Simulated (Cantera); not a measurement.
Input (Python, Cantera) and output of one run.

```python
import numpy as np
import cantera as ct

gas_names = """
    B BCL BCL2 BCL3 BH BH2 BH3 BN B2 CL CL2 H HCL H2 N NH NH2 NH3 N2 N2H2 N2H4
""".split()
cond_names = """
    B(b) B(L) BN(s) NH4CL(a) NH4CL(b)
""".split()


def load(file, names, dense=False):
    # The tables refer to 1 bar. Condensed volumes are neglected.
    table = {s.name: s for s in ct.Species.list_from_file(file)}
    out = []
    for n in names:
        d = dict(table[n].input_data)
        d["thermo"] = dict(d["thermo"], **{"reference-pressure": 1e5})
        if dense:
            d["equation-of-state"] = {"model": "constant-volume", "density": "1e6 g/cm^3"}
        out.append(ct.Species.from_dict(d))
    return out


gas = ct.Solution(thermo="ideal-gas", species=load("nasa_gas.yaml", gas_names))
cond = {s.name: ct.Solution(thermo="fixed-stoichiometry", species=[s], name=s.name)
        for s in load("nasa_condensed.yaml", cond_names, dense=True)}
atoms = {
    'BN': {'B': 1, 'N': 1},
    'HCl': {'H': 1, 'CL': 1},
    'N2': {'N': 2},
}
top_T = {'BN(s)': 3200}  # K; cautious upper limits of use, not melting points


def equilibrate(T, P, feed):
    n = {}
    for name, mol in feed.items():
        for a, k in atoms[name].items():
            n[a] = n.get(a, 0.0) + k * mol
    gas.TPX = T, P, n
    mass = sum(n.values()) * gas.mean_molecular_weight
    gas.equilibrate("TP")
    valid = [c for c in cond.values() if c.min_temp <= T <= top_T.get(c.name, c.max_temp)]
    mix = ct.Mixture([(gas, mass / gas.mean_molecular_weight)] + [(c, 0.0) for c in valid])
    mix.T, mix.P = T, P
    mix.equilibrate("TP", solver="vcs", rtol=1e-11, max_steps=5000)
    return mix


results = []
feed = {'BN': 1, 'HCl': 6, 'N2': 39}  # mol
P = 17000  # Pa
for T in [1200, 1250, 1300, 1350, 1400, 1450, 1500, 1550, 1600, 1650, 1700, 1750, 1800, 1850]:
    mix = equilibrate(T, P, feed)
    results.append((T, P, feed, dict(zip(mix.species_names, mix.species_moles))))

top = {s: max(r[3][s] / sum(r[3][g] for g in gas_names) for r in results) for s in gas_names}
cols = sorted((s for s in top if top[s] > 0.001), key=lambda s: -top[s])[:5]
seen = [c for c in cond_names if any(r[3].get(c, 0) > 1e-12 for r in results)]
print("log10 of partial pressures in bar; condensed amounts in mol")
print(f"{'T/K':>10s}" + "".join(f"{s[:9]:>10s}" for s in cols + seen))
for T, P, feed, n in results:
    ng = sum(n[g] for g in gas_names)
    print(f"{T:10.4g}" + "".join(f"{np.log10(max(n[s] / ng * P / 1e5, 1e-99)):10.3f}" for s in cols)
          + "".join(f"{n.get(c, 0):10.4g}" for c in seen))
```

Output:

```
log10 of partial pressures in bar; condensed amounts in mol
       T/K        N2       HCL        H2      BCL3        CL     BN(s)
      1200    -0.831    -1.653    -3.641    -3.817    -6.600    0.9597
      1250    -0.831    -1.656    -3.552    -3.728    -6.263    0.9505
      1300    -0.831    -1.658    -3.470    -3.647    -5.953    0.9403
      1350    -0.831    -1.660    -3.395    -3.572    -5.665    0.9291
      1400    -0.831    -1.663    -3.326    -3.504    -5.398    0.9169
      1450    -0.831    -1.666    -3.261    -3.440    -5.149    0.9039
      1500    -0.831    -1.669    -3.202    -3.383    -4.917    0.8901
      1550    -0.831    -1.673    -3.146    -3.329    -4.699    0.8755
      1600    -0.831    -1.677    -3.095    -3.281    -4.496    0.8604
      1650    -0.831    -1.681    -3.046    -3.237    -4.305    0.8446
      1700    -0.831    -1.685    -3.000    -3.198    -4.126    0.8281
      1750    -0.831    -1.690    -2.956    -3.164    -3.958    0.8105
      1800    -0.831    -1.695    -2.914    -3.135    -3.800    0.7912
      1850    -0.831    -1.700    -2.872    -3.113    -3.652    0.7688
```

Method: chemical equilibrium by Gibbs-energy minimisation in Cantera with the NASA 1993 tables (ideal gas, pure condensed phases). The tables' values for BCl2, BCl are old estimates; treat these amounts as uncertain. Gases not in the tables: BHCl2.
